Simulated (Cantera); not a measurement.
An isothermal, constant-pressure homogeneous reactor starts with 0.613 % CO, 7.77 % O2, 0.165 % H2O, 91.4 % N2, at 1325 K and 0.132 atm.

Detailed kinetics in Cantera: GRI-Mech 3.0 (53 species, 325 reactions).

One state of this run: x CO = 1.39e-6; x O2 = 0.0749; x H2O = 0.00164; x HO2 = 2.94e-8; x O = 7.88e-6; x NO = 5.47e-7; x CO2 = 0.00614. x: mole fraction; the columns are a selection and need not sum to one.

Problem. Which value of t (s) does it belong to?
A) 0.00166
B) 0.656
C) 0.000705
D) 0.000300

Solution. B, 0.656
